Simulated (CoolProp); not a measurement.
Vapour pressure (MPa) of the fluoroketone C6F12O (FK-5-1-12): the reference equation beside estimates from Tc = 441.8 K, pc = 1.869 MPa, ω = 0.471. Clausius-Clapeyron is anchored at 336 K with a constant enthalpy of vaporisation of 26.45 kJ/mol.

The numbers come from the reference Helmholtz-energy equation of state, McLinden 2015 in CoolProp.

```
T (K)  reference  Lee-Kesler  Clausius-Clapeyron  van der Waals  Redlich-Kwong  Soave-Redlich-Kwong  Peng-Robinson
-----  ---------  ----------  ------------------  -------------  -------------  -------------------  -------------
321.9     0.1003      0.1003              0.1055         0.4581         0.2271               0.1003         0.1003
329       0.1275      0.1276              0.1306              …         0.2697               0.1278         0.1274
336       0.1597      0.1599              0.1597         0.5645         0.3170               0.1602              …
343       0.1979      0.1980              0.1938         0.6227         0.3699                    …         0.1973
350.1     0.2433      0.2435              0.2339         0.6856         0.4294               0.2448         0.2426
357.1     0.2955      0.2956                   …         0.7513         0.4943               0.2979         0.2948
364.2     0.3568      0.3568              0.3325         0.8218         0.5667               0.3602         0.3561
371.2     0.4262      0.4260              0.3920         0.8954         0.6448               0.4310         0.4258
378.2     0.5055      0.5050              0.4594         0.9728         0.7300               0.5118         0.5055
385.3     0.5967      0.5961              0.5364          1.056         0.8238               0.6050         0.5976
392.3     0.6985      0.6976              0.6216          1.141         0.9239               0.7088         0.7004
399.4     0.8146      0.8136              0.7180          1.232          1.033               0.8273         0.8181
```

Task: What belongs in the gaps?

Result: 
- 329, van der Waals: 0.5099
- 336, Peng-Robinson: 0.1594
- 343, Soave-Redlich-Kwong: 0.1988
- 357.1, Clausius-Clapeyron: 0.2795

Absolute difference from the reference over all 12 rows, mean and median: Lee-Kesler 0.1 and 0.1 %, Clausius-Clapeyron 6.3 and 6.1 %, van der Waals 165.4 and 142.3 %, Redlich-Kwong 68.2 and 63.1 %, Soave-Redlich-Kwong 0.8 and 0.9 %, Peng-Robinson 0.2 and 0.2 %.
